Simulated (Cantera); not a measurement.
Charge: 1 mol HI, 1.5 mol O2, equilibrated at 2175 K and 11300 Torr.

These are equilibrium values from Cantera (NASA tables, ideal gas, pure condensed phases), not measurements of a reactor. Candidate condensed phases: H2O, I2; 12 gas species. Kinetics and transport are ignored.

Base state: O2 0.464, I 0.324, H2O 0.182, I2 0.0214, HI 0.00409, OH 0.00376, O 0.000405, H2 6.71e-5 (mole fractions); condensed: gas only.

Task: What changes in the equilibrium state with this change: O2 from 1.5 to 0.12 mol?

Result: 
```
species    before     after
-------  --------  --------
I           0.324     0.464
HI        0.00409     0.216
H2O         0.182     0.184
O2          0.464   2.56e-7
H2        6.71e-5    0.0915
I2         0.0214    0.0439
HO2       2.62e-5     <1e-9
O        0.000405   3.01e-7
H         1.03e-5  0.000381
```
